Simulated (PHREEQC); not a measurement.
A solution holds 0.052 mol LiOH, 0.0012 mol Na2SiO3 and 0.0062 mol Na2CO3 per kg of water, at 80 °C. Closed to the air; pH follows from the charge balance.

Equilibrium calculation in PHREEQC: ion-association model, wateq4f.dat.

Problem. The ionic strength comes out as 0.0674 mol/kgw. What activity coefficients do Li+, NaCO3-, OH-, H2SiO4-2, HCO3- get?

Solution. Li+ 0.80, NaCO3- 0.79, OH- 0.77, H2SiO4-2 0.40, HCO3- 0.79.

No solid was allowed to form. At this temperature some constants are extrapolated from 25 °C, and those without enthalpy data are left unchanged.
